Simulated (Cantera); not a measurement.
Input: 1 mol N2O, 0.039 mol H2O, at 65.0 bar.

Method: chemical equilibrium by Gibbs-energy minimisation in Cantera with the NASA 1993 tables (ideal gas, pure condensed phases). Candidate condensed phases: H2O; 47 gas species. Ions and electrons are included (thermal ionisation). The ideal-gas law is rough above about 30 bar. The numbers say what is thermodynamically allowed, not how fast it happens. All values below are at 3727 °C.

Base state: N2 0.564, O2 0.210, NO 0.100, O 0.0847, OH 0.0250, H2O 0.00709, H 0.00648, H2 0.00107 (mole fractions); condensed: gas only.

What changes in the equilibrium state with this change: H2O from 0.039 to 0.85 mol?


```json
[
 {"species": "N2", "before": "0.564", "after": "0.348"},
 {"species": "H2O", "before": "0.00709", "after": "0.203"},
 {"species": "O2", "before": "0.210", "after": "0.126"},
 {"species": "OH", "before": "0.0250", "after": "0.118"},
 {"species": "H2", "before": "0.00107", "after": "0.0398"},
 {"species": "H", "before": "0.00648", "after": "0.0394"},
 {"species": "NO", "before": "0.100", "after": "0.0607"},
 {"species": "O", "before": "0.0847", "after": "0.0655"},
 {"species": "H2O2", "before": "1.44e-6", "after": "3.19e-5"},
 {"species": "NH", "before": "6.07e-6", "after": "2.90e-5"},
 {"species": "HNO", "before": "1.60e-5", "after": "5.90e-5"}
]
```
